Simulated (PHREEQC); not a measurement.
3.8 g of hydrous ferric oxide (600 m²/g; 0.2 weak and 0.005 strong sites per Fe, Dzombak-Morel constants, diffuse double layer) in 1 kg of water with 0.01 mol/kgw of an inert sodium salt and 0.0088 mol/kgw MnCl2, at 25 °C; the pH is set by adding NaOH or the inert anion's acid. The system is closed to oxygen. No CO2 enters from the air. Nothing may precipitate in this run.

The numbers come from PHREEQC with the ion-association model, wateq4f.dat.

| pH | Mn sorbed (%) | surface charge σ (C/m²) | surface potential ψ (mV) |
|---|---|---|---|
| 3 | 0.0 | 0.354 | 174 |
| 3.5 | 0.0 | 0.328 | 171 |
| 4 | 0.0 | 0.283 | 164 |
| 4.5 | (withheld) | (withheld) | 153 |
| 5 | 0.7 | 0.168 | 139 |
| 5.5 | 2.0 | (withheld) | 122 |
| 6 | 3.9 | 0.083 | 104 |
| 6.5 | 10.9 | 0.059 | 89 |
| 7 | 25.4 | 0.051 | 83 |
| 7.5 | (withheld) | 0.049 | 81 |
| 8 | 48.9 | 0.047 | 80 |
| 8.5 | 53.3 | 0.046 | 79 |
| 9 | (withheld) | 0.045 | 78 |
| 9.5 | 55.4 | 0.044 | 78 |
| 10 | 55.4 | (withheld) | 77 |
| 10.5 | 55.1 | 0.040 | 74 |
| 11 | 54.4 | 0.035 | 67 |

Task: Complete the blanks.

Result: 
- 4.5, Mn sorbed (%): 0.1
- 4.5, surface charge σ (C/m²): 0.225
- 5.5, surface charge σ (C/m²): 0.120
- 7.5, Mn sorbed (%): 39.6
- 9, Mn sorbed (%): 54.9
- 10, surface charge σ (C/m²): 0.043

Along this series the solution becomes supersaturated in solids that the run did not let form, among them Pyrochroite. The oxide is taken as insoluble; below pH 4 it would dissolve.
